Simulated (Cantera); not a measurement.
A freely propagating, adiabatic, planar premixed flame of CH4 : O2 : N2 = 1 : 2.35 : 8.85 (molar parts), equivalence ratio 0.85, unburnt at 300 K and 760 Torr; mixture-averaged transport, grid criteria slope 0.08 and curve 0.16, no radiation.

Computed with Cantera and GRI-Mech 3.0 (53 species, 325 reactions). Burning velocities carry a grid error of a few per cent, more on coarse grids.

Question: What does this change do: inlet temperature 300 to 700 K?

Answer: 
| quantity | before | after |
|---|---|---|
| laminar burning velocity | 31.1 cm/s | 163 cm/s |
| thermal thickness | 0.492 mm | 0.318 mm |
| peak x(C2H4) | 0.000272 | 0.000406 |
| peak x(OH) | 0.00644 | 0.0109 |
| peak x(C2H6) | 0.000611 | 0.000864 |
